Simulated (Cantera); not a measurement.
**Thermodynamics of oxide etching and cleaning by halides, feed Al2O3 + HCl + H2**

Input: 1 mol Al2O3, 22 mol HCl, 3.8 mol H2, at 7.50 Torr.

Equilibrium computed with Cantera from the NASA thermochemical tables; the gas is ideal and each condensed phase is pure. Candidate condensed phases: Al, AlCl3, Al2O3, H2O; 29 gas species. The tables' values for AlCl2 are old estimates; treat these amounts as uncertain. Condensed phases not in the tables: AlOCl. Equilibrium is a limit: real reactors are often held back by kinetics, nucleation or transport.

| T (K) | x HCl | x H2 | x Cl | x H2O | n Al2O3(s) |
|---|---|---|---|---|---|
| 848 | 0.853 | 0.147 | 4.25e-10 | 4.30e-5 | 1.000 |
| 948 | 0.853 | 0.147 | 1.11e-8 | 0.000113 | 0.999 |
| 1048 | 0.852 | 0.147 | 1.57e-7 | 0.000245 | 0.998 |
| 1148 | 0.852 | 0.147 | 1.40e-6 | 0.000461 | 0.996 |
| 1248 | 0.851 | 0.147 | 8.86e-6 | 0.000781 | 0.993 |
| 1348 | 0.851 | 0.147 | 4.27e-5 | 0.00122 | 0.990 |
| 1448 | 0.849 | 0.147 | 0.000166 | 0.00178 | 0.985 |
| 1548 | 0.848 | 0.148 | 0.000543 | 0.00248 | 0.979 |
| 1648 | 0.845 | 0.148 | 0.00153 | 0.00333 | 0.971 |
| 1748 | 0.840 | 0.148 | 0.00384 | 0.00437 | 0.962 |
| 1848 | 0.830 | 0.149 | 0.00866 | 0.00574 | 0.950 |
x: gas mole fraction; n: condensed amount in mol.

From 848 K to 1848 K the condensed part is Al2O3(s). The main Al-bearing gas is AlCl3 throughout. The share of Al in condensed phases is highest at 848 K (100.0 %) and lowest at 1848 K (95.0 %).
